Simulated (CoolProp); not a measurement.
Vapour-liquid equilibrium of R114 (1) + n-pentane (2) at 1.13 MPa; x and y are mole fractions of (1).

Model: multi-fluid Helmholtz-energy mixture model, Platzer 1990 and Thol 2019; pair parameters Bell 2016, in CoolProp. This equation is an older, rougher fit; its heat capacities, sound speeds and derivatives of the liquid may be far off and weren't checked against measurements.

Problem. Give the bubble temperature and the first vapour's composition at x = 0.2, 0.5, 0.95. Is there an azeotrope?

Solution. x = 0.2: 115.5 °C, y = 0.357; x = 0.5: 101.3 °C, y = 0.658; x = 0.95: 89.8 °C, y = 0.963. No azeotrope shows between x = 0.05 and 0.95.

The pair parameters rest on a limited set of measurements; away from them the model extrapolates.
